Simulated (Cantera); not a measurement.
An adiabatic, constant-volume homogeneous reactor starts with CH4 : C2H6 : C3H8 : O2 : N2 : H2O = 1 : 0.042 : 0.89 : 9.04 : 34 : 13 (molar parts), at 1098 K and 1.97 atm. Integrator tolerance rtol = 1e-08.

Computed with Cantera and GRI-Mech 3.0 (53 species, 325 reactions). GRI-Mech 3.0 was tuned for natural gas; its chemistry of propane as a main component is partial and can be far from experiment.

Task: What does this change do: C3H8 0.89 to 1.8 parts?

Result: 
```json
[
 {"quantity": "time of steepest temperature rise", "before": "35.1 ms", "after": "41.9 ms"},
 {"quantity": "temperature at 2.00 s", "before": "2380 K", "after": "2608 K"},
 {"quantity": "equilibrium temperature", "before": "2380 K", "after": "2608 K"},
 {"quantity": "x(CH4) at 2.00 s", "before": "<1e-12 (gas-phase equilibrium <1e-12)", "after": "<1e-12 (gas-phase equilibrium <1e-12)"},
 {"quantity": "x(C2H6) at 2.00 s", "before": "<1e-12 (gas-phase equilibrium <1e-12)", "after": "<1e-12 (gas-phase equilibrium <1e-12)"},
 {"quantity": "x(C3H8) at 2.00 s", "before": "<1e-12 (gas-phase equilibrium <1e-12)", "after": "<1e-12 (gas-phase equilibrium <1e-12)"},
 {"quantity": "x(CH2CO) at 2.00 s", "before": "<1e-12 (gas-phase equilibrium <1e-12)", "after": "<1e-12 (gas-phase equilibrium <1e-12)"},
 {"quantity": "x(NO) at 2.00 s", "before": "0.00672 (gas-phase equilibrium 0.00672)", "after": "0.00207 (gas-phase equilibrium 0.00207)"}
]
```

Task: What does this change do: initial temperature 1098 to 1475 K?

Result: 
| quantity | before | after |
|---|---|---|
| time of steepest temperature rise | 35.1 ms | 89.7 µs |
| temperature at 2.00 s | 2380 K | 2578 K |
| equilibrium temperature | 2380 K | 2578 K |
| x(CH4) at 2.00 s | <1e-12 (gas-phase equilibrium <1e-12) | <1e-12 (gas-phase equilibrium <1e-12) |
| x(C2H6) at 2.00 s | <1e-12 (gas-phase equilibrium <1e-12) | <1e-12 (gas-phase equilibrium <1e-12) |
| x(C3H8) at 2.00 s | <1e-12 (gas-phase equilibrium <1e-12) | <1e-12 (gas-phase equilibrium <1e-12) |
| x(CH2CO) at 2.00 s | <1e-12 (gas-phase equilibrium <1e-12) | <1e-12 (gas-phase equilibrium <1e-12) |
| x(NO) at 2.00 s | 0.00672 (gas-phase equilibrium 0.00672) | 0.00962 (gas-phase equilibrium 0.00962) |

Task: What does this change do: N2 34 to 23 parts?

Result: 
```tsv
quantity	before	after
time of steepest temperature rise	35.1 ms	28.9 ms
temperature at 2.00 s	2380 K	2525 K
equilibrium temperature	2380 K	2525 K
x(CH4) at 2.00 s	<1e-12 (gas-phase equilibrium <1e-12)	<1e-12 (gas-phase equilibrium <1e-12)
x(C2H6) at 2.00 s	<1e-12 (gas-phase equilibrium <1e-12)	<1e-12 (gas-phase equilibrium <1e-12)
x(C3H8) at 2.00 s	<1e-12 (gas-phase equilibrium <1e-12)	<1e-12 (gas-phase equilibrium <1e-12)
x(CH2CO) at 2.00 s	<1e-12 (gas-phase equilibrium <1e-12)	<1e-12 (gas-phase equilibrium <1e-12)
x(NO) at 2.00 s	0.00672 (gas-phase equilibrium 0.00672)	0.00887 (gas-phase equilibrium 0.00887)
```
